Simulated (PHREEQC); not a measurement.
PHREEQC input (Pitzer model, pitzer.dat):

```
SOLUTION 1
  temp 20
  units mol/kgw
  pH 7 charge
  C(4) 0.091
  Na 0.182
  Cl 0.0052
  K 0.0052
END
USE solution 1
INCREMENTAL_REACTIONS false
REACTION 1
  H2O -1
  0 9.886 18.011 24.689 30.178 34.689 38.397 41.444
  43.949 46.007 47.699 49.089 50.232 51.172 51.944 52.578
  53.1 53.528 53.88 54.17 54.408 moles
EQUILIBRIUM_PHASES 1
  Halite 0 0
  Kalicinite 0 0
  Nahcolite 0 0
  Natron 0 0
  Sylvite 0 0
  Trona 0 0
SELECTED_OUTPUT 1
  -reset false
  -pH true
  -pe true
  -ionic_strength true
  -water true
  -activities H2O
  -totals C Cl K Na
  -molalities H+ Na+ K+ Cl- CO3-2 OH- HCO3- CO2
  -equilibrium_phases Halite Kalicinite Nahcolite Natron Sylvite Trona
PRINT
  -reset false
END
```

Selected output (columns that matter, 17 of 21 rows; water left (kg) added in front):

```
water left (kg)	pH	mu	C	Cl	K	Na	m_H+	m_Na+	m_K+	m_Cl-	m_CO3-2	m_OH-	la_H2O	Natron
1	11.43	0.27561	0.091	0.0052	0.0052	0.182	6.1196e-12	0.182	0.0052	0.0052	0.088413	0.0025865	-0.001834	0
0.821899	11.458	0.33568	0.11072	0.0063268	0.0063268	0.22144	5.9743e-12	0.22144	0.0063268	0.0063268	0.10792	0.0028026	-0.0022051	0
0.675524	11.486	0.4088	0.13471	0.0076977	0.0076977	0.26942	5.847e-12	0.26942	0.0076977	0.0076977	0.13168	0.0030334	-0.0026501	0
0.456331	11.542	0.60611	0.19942	0.011395	0.011395	0.39883	5.6379e-12	0.39883	0.011395	0.011395	0.19588	0.0035379	-0.0038208	0
0.375064	11.57	0.73793	0.24263	0.013864	0.013864	0.48525	5.5506e-12	0.48525	0.013864	0.013864	0.23882	0.0038097	-0.0045818	0
0.308264	11.599	0.89838	0.2952	0.016869	0.016869	0.5904	5.4698e-12	0.5904	0.016869	0.016869	0.29111	0.0040923	-0.0054888	0
0.208244	11.659	1.3313	0.43699	0.024971	0.024971	0.87398	5.3044e-12	0.87398	0.024971	0.024971	0.43231	0.0046794	-0.0078515	0
0.171169	11.691	1.6203	0.53164	0.030379	0.030379	1.0633	5.2038e-12	1.0633	0.030379	0.030379	0.52666	0.0049767	-0.0093782	0
0.140688	11.724	1.9722	0.64682	0.036961	0.036961	1.2936	5.0769e-12	1.2936	0.036961	0.036961	0.64155	0.0052709	-0.0112	0
0.115648	11.76	2.4	0.78687	0.044964	0.044964	1.5737	4.9107e-12	1.5737	0.044964	0.044964	0.78132	0.0055571	-0.013383	0
0.0950569	11.799	2.9208	0.95732	0.054704	0.054704	1.9146	4.6904e-12	1.9146	0.054704	0.054704	0.95149	0.0058309	-0.016026	0
0.0642162	11.889	4.3259	1.4171	0.080976	0.080976	2.8342	4.0347e-12	2.8342	0.080976	0.080976	1.4108	0.0063238	-0.023311	0
0.0527951	11.942	5.2629	1.7236	0.098494	0.098494	3.4473	3.5856e-12	3.4473	0.098494	0.098494	1.7171	0.0065359	-0.028459	0
0.0433917	12.002	6.4046	2.0972	0.11984	0.11984	4.1943	3.0608e-12	4.1943	0.11984	0.11984	2.0904	0.0067234	-0.035201	0
0.0285483	12.132	9.2756	3.0335	0.18215	0.18215	6.0669	1.9479e-12	6.0669	0.18215	0.18215	3.0265	0.00701	-0.05534	0.0043995
0.017354	12.143	9.5338	3.0804	0.29964	0.29964	6.1608	1.7921e-12	6.1608	0.29964	0.29964	3.0734	0.0069775	-0.059591	0.037543
0.00821611	12.179	10.313	3.229	0.6329	0.6329	6.458	1.4009e-12	6.458	0.6329	0.6329	3.2221	0.0069082	-0.072681	0.06447
```

Complexes and solids missing from the database can't appear.
